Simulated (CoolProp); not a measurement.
Model: reference Helmholtz-energy equation of state, Zhou 2012, in CoolProp.

Q: For p-xylene, give the phase and the density (kg/m³), Joule-Thomson coefficient (K/MPa), Prandtl number, fugacity coefficient at 598.5 K and 48.5 bar; 605.7 K and 48.5 bar.

A: 
- 598.5 K and 48.5 bar: liquid; density 514, Joule-Thomson coefficient 1.14, Prandtl number 2.79, fugacity coefficient 0.433
- 605.7 K and 48.5 bar: liquid; density 496, Joule-Thomson coefficient 1.48, Prandtl number 2.78, fugacity coefficient 0.459

Viscosity comes from a separate model (Balogun 2015). Thermal conductivity comes from a separate model (Mylona 2014).
